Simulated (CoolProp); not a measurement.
Vapour-liquid equilibrium of cyclohexane (1) + n-nonane (2) at 475.1 K; x and y are mole fractions of (1).

The numbers come from the multi-fluid Helmholtz-energy mixture model, Zhou 2014 and Lemmon 2006; pair parameters Bell 2016 in CoolProp.

```json
[
 {"x": "0.05", "bubble pressure (bar)": "3.769", "y at the bubble point": "0.148", "dew pressure at overall composition x (bar)": "3.454", "liquid density (mol/L)": "4.434"},
 {"x": "0.15", "bubble pressure (bar)": "4.669", "y at the bubble point": "0.360", "dew pressure at overall composition x (bar)": "3.776", "liquid density (mol/L)": "4.609"},
 {"x": "0.25", "bubble pressure (bar)": "5.571", "y at the bubble point": "0.509", "dew pressure at overall composition x (bar)": "4.157", "liquid density (mol/L)": "4.799"},
 {"x": "0.35", "bubble pressure (bar)": "6.498", "y at the bubble point": "0.622", "dew pressure at overall composition x (bar)": "4.616", "liquid density (mol/L)": "5.003"},
 {"x": "0.45", "bubble pressure (bar)": "7.467", "y at the bubble point": "0.711", "dew pressure at overall composition x (bar)": "5.177", "liquid density (mol/L)": "5.225"},
 {"x": "0.55", "bubble pressure (bar)": "8.491", "y at the bubble point": "0.785", "dew pressure at overall composition x (bar)": "5.879", "liquid density (mol/L)": "5.465"},
 {"x": "0.65", "bubble pressure (bar)": "9.577", "y at the bubble point": "0.847", "dew pressure at overall composition x (bar)": "6.778", "liquid density (mol/L)": "5.725"},
 {"x": "0.75", "bubble pressure (bar)": "10.73", "y at the bubble point": "0.900", "dew pressure at overall composition x (bar)": "7.971", "liquid density (mol/L)": "6.007"},
 {"x": "0.85", "bubble pressure (bar)": "11.95", "y at the bubble point": "0.945", "dew pressure at overall composition x (bar)": "9.630", "liquid density (mol/L)": "6.313"},
 {"x": "0.95", "bubble pressure (bar)": "13.22", "y at the bubble point": "0.983", "dew pressure at overall composition x (bar)": "12.11", "liquid density (mol/L)": "6.645"}
]
```

No azeotrope shows between x = 0.05 and 0.95.

The pair parameters rest on a limited set of measurements; away from them the model extrapolates.
